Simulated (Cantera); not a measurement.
A Cantera script and its output.

```python
import numpy as np
import cantera as ct

gas = ct.Solution("gri30.yaml")
gas.TPX = 300, 120000, {'CO': 0.76, 'H2': 0.17, 'CH4': 0.66, 'O2': 2.24, 'N2': 8.43}
flame = ct.FreeFlame(gas, width=0.035)
flame.set_refine_criteria(ratio=3, slope=0.08, curve=0.16)
flame.transport_model = "mixture-averaged"
flame.solve(loglevel=0, auto=True)
z, T = flame.grid, flame.T
thick = (T[-1] - T[0]) / np.gradient(T, z).max()
show = ['CO', 'H2', 'CH4', 'H', 'C2H2', 'O2']
print(f"laminar burning velocity  {flame.velocity[0] * 100:.3f} cm/s")
print(f"burnt temperature         {T[-1]:.1f} K")
print(f"thermal thickness         {thick * 1e3:.4f} mm")
print(f"grid points               {len(z)}")
z0 = z[flame.heat_release_rate.argmax()]
print(f"{'z/mm':>9s}{'T/K':>9s}{'u/(m/s)':>9s}" + "".join(f"{s:>11s}" for s in show))
rows = []
for k in (-3, -2, -1.5, -1, -0.5, -0.25, 0, 0.25, 0.5, 1, 2, 4, 8):
    zz = z0 + k * thick
    rows.append([k * thick, np.interp(zz, z, T), np.interp(zz, z, flame.velocity),
                 *(np.interp(zz, z, flame.X[gas.species_index(s)]) for s in show)])
    print(f"{rows[-1][0] * 1e3:9.3f}{rows[-1][1]:9.1f}{rows[-1][2]:9.3f}" + "".join(f"{x:11.3e}" for x in rows[-1][3:]))
```

Output:

```
laminar burning velocity  35.728 cm/s
burnt temperature         2075.3 K
thermal thickness         0.3986 mm
grid points               136
     z/mm      T/K  u/(m/s)         CO         H2        CH4          H       C2H2         O2
   -1.196    300.0    0.357  6.199e-02  1.380e-02  5.384e-02  2.642e-17  4.950e-12  1.827e-01
   -0.797    300.6    0.358  6.201e-02  1.361e-02  5.382e-02  4.576e-15  1.230e-10  1.827e-01
   -0.598    303.7    0.362  6.202e-02  1.332e-02  5.372e-02  1.967e-13  1.084e-09  1.827e-01
   -0.399    336.5    0.401  6.202e-02  1.263e-02  5.251e-02  8.952e-11  1.994e-08  1.811e-01
   -0.199    678.1    0.810  6.209e-02  1.133e-02  3.961e-02  1.392e-05  4.650e-07  1.592e-01
   -0.100   1082.9    1.295  6.258e-02  1.059e-02  2.284e-02  3.459e-04  1.433e-06  1.271e-01
    0.000   1474.4    1.758  5.944e-02  8.764e-03  5.330e-03  1.881e-03  2.802e-06  8.734e-02
    0.100   1650.6    1.953  4.505e-02  5.705e-03  3.091e-04  3.528e-03  2.877e-07  6.396e-02
    0.199   1730.0    2.033  3.190e-02  4.545e-03  9.295e-06  3.863e-03  4.218e-09  5.516e-02
    0.399   1825.2    2.128  1.974e-02  3.978e-03  1.364e-08  3.086e-03  1.516e-12  4.883e-02
    0.797   1920.8    2.226  1.256e-02  2.904e-03  8.039e-14  1.653e-03  1.415e-18  4.476e-02
    1.594   1995.6    2.303  7.666e-03  1.679e-03  9.413e-19  6.467e-04  8.611e-24  4.203e-02
    3.189   2043.0    2.350  4.028e-03  8.456e-04  9.547e-20  2.156e-04  8.103e-25  4.029e-02
```

Detailed kinetics in Cantera: GRI-Mech 3.0 (53 species, 325 reactions). Burning velocities carry a grid error of a few per cent, more on coarse grids.
